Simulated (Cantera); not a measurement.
An isothermal plug-flow reactor at 700 K and 1.00 bar (inlet), inlet velocity 0.64 m/s, active area per volume 500 1/m; feed 0.427 % H2, 5.95 % O2, 88.7 % N2, 4.94 % H2O, equivalence ratio 0.036.

Detailed kinetics in Cantera: Deutschmann's 1995 Pt surface mechanism with GRI-Mech 3.0 gas chemistry. Catalytic surfaces can have several steady states; this one follows from the mechanism file's or the stated starting coverage. Mass transfer to the wall is taken as infinitely fast.

x: gas mole fraction; θ: surface coverage.

| z (m) | x H2 | x O2 | x H2O | θ free Pt | θ O* | θ OH* |
|---|---|---|---|---|---|---|
| 5.9e-05 | 0.00359 | 0.0592 | 0.0501 | 0.109 | 0.877 | 0.0137 |
| 0.00011 | 0.00315 | 0.0590 | 0.0505 | 0.0961 | 0.891 | 0.0130 |
| 0.00019 | 0.00264 | 0.0587 | 0.0511 | 0.0811 | 0.907 | 0.0121 |
| 0.00033 | 0.00206 | 0.0585 | 0.0517 | 0.0638 | 0.925 | 0.0109 |
| 0.00059 | [?] | 0.0582 | 0.0523 | [?] | 0.945 | [?] |
| 0.0011 | 0.000906 | 0.0579 | 0.0528 | 0.0304 | 0.962 | 0.00770 |
| 0.0019 | 0.000551 | 0.0577 | 0.0532 | 0.0210 | 0.973 | 0.00645 |
| 0.0033 | [?] | 0.0576 | 0.0535 | [?] | 0.979 | [?] |
| 0.0059 | 0.000127 | 0.0575 | 0.0536 | 0.0118 | 0.983 | 0.00488 |

Question: Some entries are withheld; supply them.

Answer: 
- 0.00059, x H2: 0.00145
- 0.00059, θ free Pt: 0.0460
- 0.00059, θ OH*: 0.00936
- 0.0033, x H2: 0.000298
- 0.0033, θ free Pt: 0.0151
- 0.0033, θ OH*: 0.00550
